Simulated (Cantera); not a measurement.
A Cantera script and its output.

```python
import numpy as np
import cantera as ct

gas = ct.Solution("gri30.yaml", transport_model="mixture-averaged")
show = ['H2O', 'O', 'N2']

rows = []
print(f"{'T/K':>7s}{'rho':>11s}{'cp':>10s}{'mu':>11s}{'lambda':>11s}{'Pr':>7s}" + "".join(f"{'D_' + s:>11s}" for s in show))
for T in [400, 550, 700, 850, 1000, 1150, 1300, 1450, 1600]:
    gas.TPX = T, 980, {'N2': 0.81, 'H2': 0.44, 'CH3OH': 0.15}
    Pr = gas.cp_mass * gas.viscosity / gas.thermal_conductivity
    D = [gas.mix_diff_coeffs_mole[gas.species_index(s)] for s in show]
    rows.append([gas.density, gas.cp_mass, gas.viscosity, gas.thermal_conductivity, Pr, *D])
    print(f"{T:7g}{gas.density:11.4e}{gas.cp_mass:10.1f}{gas.viscosity:11.4e}"
          f"{gas.thermal_conductivity:11.4e}{Pr:7.3f}" + "".join(f"{d:11.4e}" for d in D))
print("SI units: kg/m3, J/kg/K, Pa s, W/m/K, m2/s")
```

Output:

```
    T/K        rho        cp         mu     lambda     Pr      D_H2O        D_O       D_N2
    400 5.9743e-03    1562.1 2.0159e-05 6.8904e-02  0.457 4.9950e-03 6.8107e-03 6.6805e-03
    550 4.3450e-03    1641.0 2.5563e-05 8.8330e-02  0.475 9.1051e-03 1.1762e-02 1.1738e-02
    700 3.4139e-03    1722.3 3.0401e-05 1.0691e-01  0.490 1.4157e-02 1.7692e-02 1.7829e-02
    850 2.8114e-03    1803.3 3.4833e-05 1.2508e-01  0.502 2.0047e-02 2.4517e-02 2.4859e-02
   1000 2.3897e-03    1876.3 3.8956e-05 1.4295e-01  0.511 2.6701e-02 3.2176e-02 3.2756e-02
   1150 2.0780e-03    1937.2 4.2837e-05 1.6053e-01  0.517 3.4065e-02 4.0621e-02 4.1468e-02
   1300 1.8382e-03    1990.3 4.6520e-05 1.7782e-01  0.521 4.2097e-02 4.9816e-02 5.0954e-02
   1450 1.6481e-03    2036.7 5.0039e-05 1.9479e-01  0.523 5.0762e-02 5.9729e-02 6.1179e-02
   1600 1.4936e-03    2076.9 5.3418e-05 2.1141e-01  0.525 6.0034e-02 7.0333e-02 7.2116e-02
SI units: kg/m3, J/kg/K, Pa s, W/m/K, m2/s
```

Model: GRI-Mech 3.0 (53 species, 325 reactions), integrated in Cantera. Polar gases are described roughly by these parameters. The composition is frozen, though it would react at the higher temperatures.
